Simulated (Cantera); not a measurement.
A freely propagating, adiabatic, planar premixed flame of 35.0 % H2, 12.5 % O2, 52.5 % N2, unburnt at 425 K and 100.0 Torr; mixture-averaged transport, grid criteria slope 0.08 and curve 0.16, no radiation.

Computed with Cantera and the H2/O2 subset of GRI-Mech 3.0, which has no nitrogen chemistry. Burning velocities carry a grid error of a few per cent, more on coarse grids.

Predict: laminar burning velocity; thermal thickness; peak x(HO2); peak x(O); peak x(H2O2).


* **laminar burning velocity**: 359 cm/s
* **thermal thickness**: 5.82 mm
* **peak x(HO2)**: 9.01e-5
* **peak x(O)**: 0.00764
* **peak x(H2O2)**: 9.89e-6
